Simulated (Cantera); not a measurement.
A perfectly stirred reactor is fed with 1.64 % CH₄, 98.4 % H₂, at 1.01 bar; it is held at 1723 K, and followed from long to short residence time.

Detailed kinetics in Cantera: GRI-Mech 3.0 (53 species, 325 reactions). GRI-Mech 3.0 stops at C3 and has no aromatics, soot or wall deposition, so with more carbon than oxygen in the feed, carbon stays in small species such as C2H2 where larger ones or solid carbon would form.

x: mole fraction; the columns are a selection and need not sum to one.

```json
[
 {"τ (s)": "8.3", "x CH₄": "0.00722", "x H₂": "0.988", "x H": "0.000181", "x CH₃": "(withheld)", "x C₂H₆": "3.67e-7"},
 {"τ (s)": "1.7", "x CH₄": "0.00805", "x H₂": "0.988", "x H": "0.000181", "x CH₃": "(withheld)", "x C₂H₆": "4.06e-7"},
 {"τ (s)": "0.34", "x CH₄": "0.0105", "x H₂": "0.986", "x H": "0.000179", "x CH₃": "(withheld)", "x C₂H₆": "5.50e-7"},
 {"τ (s)": "0.069", "x CH₄": "0.0137", "x H₂": "0.985", "x H": "0.000178", "x CH₃": "(withheld)", "x C₂H₆": "8.18e-7"},
 {"τ (s)": "0.014", "x CH₄": "0.0156", "x H₂": "0.984", "x H": "0.000176", "x CH₃": "5.64e-5", "x C₂H₆": "9.98e-7"},
 {"τ (s)": "0.0028", "x CH₄": "0.0162", "x H₂": "0.984", "x H": "0.000168", "x CH₃": "5.60e-5", "x C₂H₆": "9.86e-7"},
 {"τ (s)": "0.00057", "x CH₄": "0.0163", "x H₂": "0.983", "x H": "0.000136", "x CH₃": "(withheld)", "x C₂H₆": "6.94e-7"},
 {"τ (s)": "0.00011", "x CH₄": "0.0164", "x H₂": "0.984", "x H": "5.76e-5", "x CH₃": "(withheld)", "x C₂H₆": "1.27e-7"}
]
```

Task: Complete the blanks.

Result: 
- 8.3, x CH₃: 2.68e-5
- 1.7, x CH₃: 2.98e-5
- 0.34, x CH₃: 3.85e-5
- 0.069, x CH₃: 5.01e-5
- 0.00057, x CH₃: 4.59e-5
- 0.00011, x CH₃: 1.95e-5
